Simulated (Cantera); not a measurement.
Input (Python, Cantera) and output of one run.

```python
import numpy as np
import cantera as ct

gas_names = """
    B BF BF2 BF3 BN BO BOF BOF2 BO2 B2 B2O B2O2 B2O3 B3O3F3 F FO FO2 F2 F2O N NF NF2 NF3 NO NO2 NO3 N2
    N2O O O2 O3
""".split()
cond_names = """
    B(b) B(L) BN(s) B2O3(L)
""".split()


# ... load() reads the species with a 1 bar reference pressure and builds the phases ...
atoms = {
    'BF3': {'B': 1, 'F': 3},
    'O2': {'O': 2},
    'N2': {'N': 2},
}
top_T = {'BN(s)': 3200}  # K; cautious upper limits of use, not melting points


# ... equilibrate(T, P, feed) seeds the gas with the atoms and calls Mixture.equilibrate('TP', solver="vcs", rtol=1e-11, max_steps=5000) ...
results = []
T = 948  # K
P = 260  # Pa
for m in [0.19, 0.41, 0.91, 2, 4.4, 9.6, 21, 46, 100]:
    feed = {'BF3': 1, 'O2': 5.7, 'N2': m}  # mol
    mix = equilibrate(T, P, feed)
    results.append((T, P, feed, dict(zip(mix.species_names, mix.species_moles))))
    x = sorted(zip(gas.X, gas.species_names), reverse=True)
    print(f"T = {T:g} K  P = {P:g} Pa  n(N2) = {m:g} mol  gas = {mix.phase_moles(0):.4g} mol")
    print("   x: " + "  ".join(f"{s} {v:.3e}" for v, s in x if v > 0.001))
    print("   condensed (mol): " + ("  ".join(f"{mix.phase(i).name} {mix.phase_moles(i):.4g}"
          for i in range(1, mix.n_phases) if mix.phase_moles(i) > 1e-12) or "none"))
```

Result:

```
T = 948 K  P = 260 Pa  n(N2) = 0.19 mol  gas = 6.89 mol
   x: O2 8.273e-01  BF3 1.451e-01  N2 2.757e-02
   condensed (mol): none
T = 948 K  P = 260 Pa  n(N2) = 0.41 mol  gas = 7.11 mol
   x: O2 8.017e-01  BF3 1.406e-01  N2 5.766e-02
   condensed (mol): none
T = 948 K  P = 260 Pa  n(N2) = 0.91 mol  gas = 7.61 mol
   x: O2 7.490e-01  BF3 1.314e-01  N2 1.196e-01
   condensed (mol): none
T = 948 K  P = 260 Pa  n(N2) = 2 mol  gas = 8.7 mol
   x: O2 6.552e-01  N2 2.299e-01  BF3 1.149e-01
   condensed (mol): none
T = 948 K  P = 260 Pa  n(N2) = 4.4 mol  gas = 11.1 mol
   x: O2 5.135e-01  N2 3.964e-01  BF3 9.009e-02
   condensed (mol): none
T = 948 K  P = 260 Pa  n(N2) = 9.6 mol  gas = 16.3 mol
   x: N2 5.889e-01  O2 3.497e-01  BF3 6.135e-02
   condensed (mol): none
T = 948 K  P = 260 Pa  n(N2) = 21 mol  gas = 27.7 mol
   x: N2 7.581e-01  O2 2.058e-01  BF3 3.610e-02
   condensed (mol): none
T = 948 K  P = 260 Pa  n(N2) = 46 mol  gas = 52.7 mol
   x: N2 8.729e-01  O2 1.082e-01  BF3 1.898e-02
   condensed (mol): none
T = 948 K  P = 260 Pa  n(N2) = 100 mol  gas = 106.7 mol
   x: N2 9.372e-01  O2 5.342e-02  BF3 9.372e-03
   condensed (mol): none
```

Cantera equilibrium calculation (NASA polynomials, part measured and part estimated; ideal gas, pure solids and liquids).
